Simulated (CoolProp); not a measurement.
Computed with CoolProp (reference Helmholtz-energy equation of state, Akasaka 2023).

Give the vapour pressure (bar), vapour density (kg/m³), enthalpy of vaporisation (kJ/kg) of saturated R1336mzz(E) at 321.9 K.


| T (K) | p (bar) | vapour density (kg/m³) | enthalpy of vaporisation (kJ/kg) |
|---|---|---|---|
| 321.9 | 4.15 | 29.4 | 130 |
